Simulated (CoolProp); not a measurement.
Saturated liquid density (kg/m³) of fluoroethane (R161): the reference equation beside estimates from Tc = 102.1 °C, pc = 50.10 bar, ω = 0.216.

Model: reference Helmholtz-energy equation of state, Wu 2012, in CoolProp.

| T (°C) | reference | van der Waals | Redlich-Kwong | Soave-Redlich-Kwong |
|---|---|---|---|---|
| -55.05 | 842.0 | 481.7 | 710.6 | 726.7 |
| -45.75 | 829.3 | 473.7 | 696.9 | 714.2 |
| -36.45 | 816.2 | 465.5 | 682.6 | 701.1 |
| -27.15 | 802.6 | 456.9 | 667.5 | 687.1 |
| -17.95 | 788.6 | 448.0 | 651.9 | 672.5 |
| -8.65 | 773.7 | 438.6 | 635.3 | 656.7 |
| 0.65 | 757.9 | 428.8 | 617.7 | 639.9 |
| 9.85 | 741.3 | 418.5 | 599.4 | 622.1 |

Absolute difference from the reference over all 8 rows, mean and median: van der Waals 43.1 and 43.1 %, Redlich-Kwong 17.2 and 17.1 %, Soave-Redlich-Kwong 14.7 and 14.6 %.
